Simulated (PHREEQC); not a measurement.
Dissolve 8.2 mmol/kgw NH4Cl and 2.7 mmol/kgw Na2HPO4 at 25 °C. Closed to the air; pH follows from the charge balance.

Computed with PHREEQC (ion-association model, wateq4f.dat).

```tsv
quantity	before	after
pH	7.91	7.93
H2PO4- (mol/kgw)	0.000324	7.31e-5
NH3 (mol/kgw)	0.000322	7.21e-5
```

**Question.** Which change was made?
A. NH4Cl from 0.0082 to 0.0041 mol/kgw
B. diluted 100-fold with water
C. Na2HPO4 from 0.0027 to 0.0054 mol/kgw
D. diluted 5-fold with water
E. 0.0036 mol/kgw HF added

**Answer.** D, diluted 5-fold with water

Precipitation was switched off in this run. H3PO4, which wateq4f.dat lacks, is added to it with the constant of phreeqc.dat.
